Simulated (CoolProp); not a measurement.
A single-stage vapour-compression cycle with the fluid: evaporating at 263.15 K (dew point), condensing at 319.15 K (bubble point), superheat 5 K, subcooling 8 K, compressor efficiency 0.8, no pressure losses. The same conditions are run with several fluids, on thermodynamics alone (safety and materials aside).

Values from CoolProp's reference Helmholtz-energy equation of state of each fluid (R21: Platzer 1990; R365MFC: Lemmon 2016; C3F8 (R218): Lemmon 2006; CH2F2 (R32): Tillner-Roth 1997; fluoroethane (R161): Wu 2012; propane: Lemmon 2009). The equations of Platzer and Polt are older, rougher fits.

**Question.** Rank R21, R365MFC, C3F8 (R218), CH2F2 (R32), fluoroethane (R161), propane by cooling COP, highest first.

**Answer.** R21 (3.27), R365MFC (3.13), fluoroethane (R161) (3.05), propane (2.96), CH2F2 (R32) (2.87), C3F8 (R218) (2.27)

| fluid | pressure ratio | discharge temperature (K) | refrigerating effect (kJ/kg) | volumetric capacity (kJ/m³) |
|---|---|---|---|---|
| R21 | 7.71 | 374.3 | 202 | 437 |
| R365MFC | 11.4 | 320.3 | 150 | 110 |
| C3F8 (R218) | 4.99 | 319.1 | 44.5 | 1230 |
| CH2F2 (R32) | 4.91 | 384.0 | 248 | 3810 |
| fluoroethane (R161) | 5.09 | 358.0 | 292 | 2100 |
| propane | 4.54 | 338.5 | 271 | 2010 |

The compression ends wet for: C3F8 (R218).
